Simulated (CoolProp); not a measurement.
The numbers come from the reference Helmholtz-energy equation of state, Lemmon 2005 in CoolProp. It is a short technical equation, of lower accuracy than the large ones.

**Question.** Give the vapour pressure (MPa), liquid density (kg/m³), vapour density (kg/m³), enthalpy of vaporisation (kJ/kg) of saturated trans-2-butene at 222.4 K.

**Answer.** 
```
T (K)  p (MPa)  liquid density (kg/m³)  vapour density (kg/m³)  enthalpy of vaporisation (kJ/kg)
-----  -------  ----------------------  ----------------------  --------------------------------
222.4  0.00824                     682                   0.252                               449
```
